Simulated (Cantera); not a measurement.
Input (Python, Cantera) and output of one run.

```python
import numpy as np
import cantera as ct

gas_names = """
    Fe FeO Fe(OH)2 H HO2 H2 H2O H2O2 H2S H2SO4 O OH O2 O3 S SH SO SO2 SO3 S2 S2O S8
""".split()
cond_names = """
    Fe(a) Fe(c) Fe(d) Fe(L) FeO(s) FeO(L) Fe(OH)2(s) Fe(OH)3(s) FeS(a) FeS(b) FeS(c) FeS(L) FeSO4(s)
    FeS2(s) Fe2O3(s) Fe2S3O12(s) Fe3O4(s) H2O(s) H2O(L) H2SO4(L) S(cr1) S(cr2) S(L)
""".split()


# ... load() reads the species with a 1 bar reference pressure and builds the phases ...
atoms = {
    'FeS2': {'Fe': 1, 'S': 2},
    'H2S': {'H': 2, 'S': 1},
    'O2': {'O': 2},
}
top_T = {'FeSO4(s)': 950, 'FeS2(s)': 1010, 'Fe2O3(s)': 1830, 'Fe2S3O12(s)': 1100, 'Fe3O4(s)': 1870}  # K; cautious upper limits of use, not melting points


# ... equilibrate(T, P, feed) seeds the gas with the atoms and calls Mixture.equilibrate('TP', solver="vcs", rtol=1e-11, max_steps=5000) ...
results = []
feed = {'FeS2': 1, 'H2S': 0.55, 'O2': 1.4}  # mol
T = 1250  # K
for P in [1000, 2600, 6700, 17000, 45000, 120000, 300000, 770000, 2000000]:
    mix = equilibrate(T, P, feed)
    results.append((T, P, feed, dict(zip(mix.species_names, mix.species_moles))))

top = {s: max(r[3][s] / sum(r[3][g] for g in gas_names) for r in results) for s in gas_names}
cols = sorted((s for s in top if top[s] > 0.001), key=lambda s: -top[s])[:6]
seen = [c for c in cond_names if any(r[3].get(c, 0) > 1e-12 for r in results)]
print("log10 of partial pressures in bar; condensed amounts in mol")
print(f"{'P/Pa':>10s}" + "".join(f"{s[:9]:>10s}" for s in cols + seen))
for T, P, feed, n in results:
    ng = sum(n[g] for g in gas_names)
    print(f"{P:10.4g}" + "".join(f"{np.log10(max(n[s] / ng * P / 1e5, 1e-99)):10.3f}" for s in cols)
          + "".join(f"{n.get(c, 0):10.4g}" for c in seen))
```

Result:

```
log10 of partial pressures in bar; condensed amounts in mol
      P/Pa       SO2       H2O        S2       H2S       S2O        H2    FeO(s)    FeS(c)
      1000    -2.224    -2.560    -2.967    -4.297    -4.612    -4.005   0.01072    0.9893
      2600    -1.806    -2.142    -2.571    -3.791    -4.106    -3.697         0         1
      6700    -1.395    -1.730    -2.165    -3.281    -3.596    -3.389         0         1
   1.7e+04    -0.990    -1.326    -1.767    -2.781    -3.095    -3.088         0         1
   4.5e+04    -0.567    -0.905    -1.354    -2.262    -2.574    -2.776         0         1
   1.2e+05    -0.140    -0.482    -0.942    -1.742    -2.051    -2.462         0         1
     3e+05     0.259    -0.087    -0.559    -1.260    -1.564    -2.172         0         1
   7.7e+05     0.670     0.317    -0.169    -0.768    -1.067    -1.875         0         1
     2e+06     1.086     0.726     0.221    -0.275    -0.566    -1.576         0         1
```

Cantera equilibrium calculation (NASA polynomials, part measured and part estimated; ideal gas, pure solids and liquids). Metal and sulfide melt together well below either melting point, which pure phases cannot show. Mutual solubility and eutectic melting of coexisting phases are not modelled. The tables' stoichiometric FeO is somewhat more stable than real wüstite, so its field is too wide. FeO, FeS: taken at fixed stoichiometry. Gases not in the tables: S3 to S7.
